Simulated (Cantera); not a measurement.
A Cantera script and what it prints.

```python
import numpy as np
import cantera as ct

gas_names = """
    H HI H2 I I2 Na NaH NaI Na2
""".split()
cond_names = """
    I2(cr) I2(L) Na(cr) Na(L) NaI(s) NaI(L)
""".split()


# ... load() reads the species with a 1 bar reference pressure and builds the phases ...
atoms = {
    'NaI': {'Na': 1, 'I': 1},
    'H2': {'H': 2},
}
top_T = {}  # K; cautious upper limits of use, not melting points


# ... equilibrate(T, P, feed) seeds the gas with the atoms and calls Mixture.equilibrate('TP', solver="vcs", rtol=1e-11, max_steps=5000) ...
results = []
T = 2198  # K
P = 280  # Pa
for m in [1.7, 2.4, 3.5, 5, 7.2, 10, 15, 22, 31, 45, 65, 93]:
    feed = {'NaI': 1, 'H2': m}  # mol
    mix = equilibrate(T, P, feed)
    results.append((T, P, feed, dict(zip(mix.species_names, mix.species_moles))))
    x = sorted(zip(gas.X, gas.species_names), reverse=True)
    print(f"T = {T:g} K  P = {P:g} Pa  n(H2) = {m:g} mol  gas = {mix.phase_moles(0):.4g} mol")
    print("   x: " + "  ".join(f"{s} {v:.3e}" for v, s in x if v > 1e-05))
    print("   condensed (mol): " + ("  ".join(f"{mix.phase(i).name} {mix.phase_moles(i):.4g}"
          for i in range(1, mix.n_phases) if mix.phase_moles(i) > 1e-12) or "none"))
```

It prints:

```
T = 2198 K  P = 280 Pa  n(H2) = 1.7 mol  gas = 3.652 mol
   x: H2 4.295e-01  Na 2.277e-01  I 2.248e-01  H 6.897e-02  NaI 4.608e-02  HI 2.946e-03  NaH 6.383e-05
   condensed (mol): none
T = 2198 K  P = 280 Pa  n(H2) = 2.4 mol  gas = 4.412 mol
   x: H2 5.051e-01  Na 1.934e-01  I 1.907e-01  H 7.480e-02  NaI 3.320e-02  HI 2.711e-03  NaH 5.879e-05
   condensed (mol): none
T = 2198 K  P = 280 Pa  n(H2) = 3.5 mol  gas = 5.596 mol
   x: H2 5.840e-01  Na 1.568e-01  I 1.545e-01  H 8.042e-02  NaI 2.182e-02  HI 2.361e-03  NaH 5.127e-05
   condensed (mol): none
T = 2198 K  P = 280 Pa  n(H2) = 5 mol  gas = 7.199 mol
   x: H2 6.511e-01  Na 1.250e-01  I 1.231e-01  H 8.492e-02  NaI 1.385e-02  HI 1.986e-03  NaH 4.315e-05
   condensed (mol): none
T = 2198 K  P = 280 Pa  n(H2) = 7.2 mol  gas = 9.536 mol
   x: H2 7.099e-01  Na 9.657e-02  I 9.500e-02  H 8.867e-02  NaI 8.260e-03  HI 1.601e-03  NaH 3.481e-05
   condensed (mol): none
T = 2198 K  P = 280 Pa  n(H2) = 10 mol  gas = 12.5 mol
   x: H2 7.536e-01  H 9.136e-02  Na 7.499e-02  I 7.374e-02  NaI 4.978e-03  HI 1.280e-03  NaH 2.785e-05
   condensed (mol): none
T = 2198 K  P = 280 Pa  n(H2) = 15 mol  gas = 17.78 mol
   x: H2 7.962e-01  H 9.390e-02  Na 5.367e-02  I 5.275e-02  NaI 2.549e-03  HI 9.413e-04  NaH 2.049e-05
   condensed (mol): none
T = 2198 K  P = 280 Pa  n(H2) = 22 mol  gas = 25.16 mol
   x: H2 8.262e-01  H 9.565e-02  Na 3.842e-02  I 3.775e-02  NaI 1.306e-03  HI 6.862e-04  NaH 1.494e-05
   condensed (mol): none
T = 2198 K  P = 280 Pa  n(H2) = 31 mol  gas = 34.64 mol
   x: H2 8.462e-01  H 9.681e-02  Na 2.815e-02  I 2.766e-02  NaI 7.010e-04  HI 5.088e-04  NaH 1.108e-05
   condensed (mol): none
T = 2198 K  P = 280 Pa  n(H2) = 45 mol  gas = 49.39 mol
   x: H2 8.621e-01  H 9.772e-02  Na 1.989e-02  I 1.954e-02  HI 3.628e-04  NaI 3.498e-04
   condensed (mol): none
T = 2198 K  P = 280 Pa  n(H2) = 65 mol  gas = 70.44 mol
   x: H2 8.734e-01  H 9.835e-02  Na 1.402e-02  I 1.376e-02  HI 2.573e-04  NaI 1.737e-04
   condensed (mol): none
T = 2198 K  P = 280 Pa  n(H2) = 93 mol  gas = 99.92 mol
   x: H2 8.813e-01  H 9.879e-02  Na 9.917e-03  I 9.738e-03  HI 1.828e-04  NaI 8.695e-05
   condensed (mol): none
```

These are equilibrium values from Cantera (NASA tables, ideal gas, pure condensed phases), not measurements of a reactor. Gases not in the tables: NaBr and NaI dimers.
